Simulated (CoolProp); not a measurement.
500 sccm (0 °C, 1 atm) of nitrogen bubbles through liquid p-xylene at 352.9 K and leaves saturated at a total pressure of 0.15 MPa (ideal gas phase). Each further row changes one setting.

Computed with CoolProp (reference Helmholtz-energy equation of state, Zhou 2012).

```csv
case,vapour pressure (kPa),mole fraction of vapour,delivery (mg/min),delivery (sccm),change of delivery for a bath 1 K warmer (%)
as stated,15.5,(withheld),(withheld),57.6,4.4
bath temperature 357.9 K,18.7,0.125,(withheld),71.2,4.3
total pressure 0.3 MPa,15.5,0.0516,129,27.2,4.1
```

Question: Fill in the missing entries.

Answer: 
- as stated, mole fraction of vapour: 0.103
- as stated, delivery (mg/min): 273
- bath temperature 357.9 K, delivery (mg/min): 337
